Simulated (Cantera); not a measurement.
Cantera run:

```python
import numpy as np
import cantera as ct

gas_names = [...]  # 109 gases of nasa_gas.yaml made of C, Cl, H, Si
cond_names = """
    C(gr) C6H6(L) C7H8(L) C8H18(L),n-octa Si(cr) Si(L) SiC(b)
""".split()


# ... load() reads the species with a 1 bar reference pressure and builds the phases ...
atoms = {
    'SiH2Cl2': {'Si': 1, 'H': 2, 'CL': 2},
    'HCl': {'H': 1, 'CL': 1},
    'H2': {'H': 2},
    'C3H8': {'C': 3, 'H': 8},
}
top_T = {'C(gr)': 4500, 'SiC(b)': 3050}  # K; cautious upper limits of use, not melting points


# ... equilibrate(T, P, feed) seeds the gas with the atoms and calls Mixture.equilibrate('TP', solver="vcs", rtol=1e-11, max_steps=5000) ...
results = []
feed = {'SiH2Cl2': 1, 'HCl': 0.056, 'H2': 190, 'C3H8': 0.0055}  # mol
P = 100000  # Pa
for T in [1550, 1650, 1750, 1850, 1950, 2050, 2150, 2250, 2350, 2450, 2550]:
    mix = equilibrate(T, P, feed)
    results.append((T, P, feed, dict(zip(mix.species_names, mix.species_moles))))

top = {s: max(r[3][s] / sum(r[3][g] for g in gas_names) for r in results) for s in gas_names}
cols = sorted((s for s in top if top[s] > 0.001), key=lambda s: -top[s])[:9]
seen = [c for c in cond_names if any(r[3].get(c, 0) > 1e-12 for r in results)]
print("log10 of partial pressures in bar; condensed amounts in mol")
print(f"{'T/K':>10s}" + "".join(f"{s[:9]:>10s}" for s in cols + seen))
for T, P, feed, n in results:
    ng = sum(n[g] for g in gas_names)
    print(f"{T:10.4g}" + "".join(f"{np.log10(max(n[s] / ng * P / 1e5, 1e-99)):10.3f}" for s in cols)
          + "".join(f"{n.get(c, 0):10.4g}" for c in seen))
```

It prints:

```
log10 of partial pressures in bar; condensed amounts in mol
       T/K        H2         H       HCL        Si    Si(cr)     Si(L)    SiC(b)
      1550    -0.005    -4.504    -2.001    -7.479    0.9173         0   0.01313
      1650    -0.005    -4.044    -2.002    -6.572    0.9135         0   0.01339
      1750    -0.005    -3.636    -1.999    -5.824         0    0.9155    0.0132
      1850    -0.005    -3.271    -1.996    -5.191         0    0.9178   0.01265
      1950    -0.005    -2.943    -1.994    -4.623         0    0.9114   0.01173
      2050    -0.006    -2.647    -1.992    -4.112         0    0.8889  0.009451
      2150    -0.007    -2.378    -1.992    -3.649         0    0.8344  0.002651
      2250    -0.008    -2.133    -1.993    -3.227         0    0.7045         0
      2350    -0.011    -1.910    -1.997    -2.842         0    0.4347         0
      2450    -0.015    -1.705    -2.001    -2.527         0         0         0
      2550    -0.020    -1.516    -2.000    -2.475         0         0         0
```

Method: chemical equilibrium by Gibbs-energy minimisation in Cantera with the NASA 1993 tables (ideal gas, pure condensed phases). Mutual solubility and eutectic melting of coexisting phases are not modelled. The tables' values for SiCl are old estimates; treat these amounts as uncertain. Gases not in the tables: Si2H6 and higher silanes.
